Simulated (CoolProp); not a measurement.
A single-stage vapour-compression cycle with ethane: evaporating at 199.15 K (dew point), condensing at 259.15 K (bubble point), superheat 8 K, subcooling 0 K, compressor efficiency 0.85, no pressure losses. Each further row changes one setting.

Values from CoolProp's reference Helmholtz-energy equation of state, Bücker 2006.

| case | cooling COP | pressure ratio | discharge temperature (K) | refrigerating effect (kJ/kg) | volumetric capacity (kJ/m³) |
|---|---|---|---|---|---|
| as stated | 1.99 | 8.01 | 318.7 | 315 | 1210 |
| evaporating temperature 204.15 K | ___ | ___ | 312.6 | 321 | 1520 |
| condensing temperature 254.15 K | ___ | ___ | 310.7 | 331 | 1270 |
| subcooling 5 K | ___ | 8.01 | 318.7 | 331 | 1270 |
| superheat 18 K | 1.98 | 8.01 | 330.3 | 331 | ___ |
| compressor efficiency 0.75 | 1.76 | 8.01 | 329.0 | 315 | 1210 |

Q: Some entries are withheld; supply them.

A: 
- evaporating temperature 204.15 K, cooling COP: 2.29
- evaporating temperature 204.15 K, pressure ratio: 6.41
- condensing temperature 254.15 K, cooling COP: 2.26
- condensing temperature 254.15 K, pressure ratio: 6.99
- subcooling 5 K, cooling COP: 2.09
- superheat 18 K, volumetric capacity (kJ/m³): 1200
